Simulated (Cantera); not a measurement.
A closed system holds: 1 mol AlI3, 4.2 mol O2, 250 mol H2, at 1800 K and 1.00 bar.

Method: chemical equilibrium by Gibbs-energy minimisation in Cantera with the NASA 1993 tables (ideal gas, pure condensed phases). Candidate condensed phases: Al, AlI3, Al2O3, H2O, I2; 25 gas species. Gases not in the tables: Al(OH)3. Rates play no part.

Base state: H2 0.960, H2O 0.0274, HI 0.00607, I 0.00582, H 0.000351 (mole fractions); condensed: Al2O3(s).

Task: What changes in the equilibrium state with this change: O2 from 4.2 to 6.6 mol?

Result: 
```csv
species,before,after
H2,0.960,0.941
H2O,0.0274,0.0464
HI,0.00607,0.00604
H,0.000351,0.000347
I,0.00582,0.00585
"Al2O3(s), mol",0.500,0.500
```

Task: What changes in the equilibrium state with this change: temperature from 1800 K to 900 K?

Result: 
```csv
species,before,after
H2,0.960,0.961
H2O,0.0274,0.0274
HI,0.00607,0.0119
I,0.00582,4.09e-5
H,0.000351,<1e-9
"Al2O3(s), mol",0.500,0.500
```
